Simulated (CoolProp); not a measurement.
Values from CoolProp's reference Helmholtz-energy equation of state, Lemmon 2003. It is a pseudo-pure fit of the blend.

Q: For R410A, give the phase and the Joule-Thomson coefficient (K/MPa), expansivity (1/kK), viscosity (µPa s), Prandtl number at 47.85 °C and 25.9 MPa; 145.45 °C and 25.9 MPa.

A: 
- 47.85 °C and 25.9 MPa: liquid; Joule-Thomson coefficient -0.0718, expansivity 2.75, viscosity 144, Prandtl number 2.11
- 145.45 °C and 25.9 MPa: supercritical; Joule-Thomson coefficient 0.635, expansivity 4.36, viscosity 70.5, Prandtl number 1.77

Viscosity comes from a separate model (Geller 2000). Thermal conductivity comes from a separate model (Geller 2001).
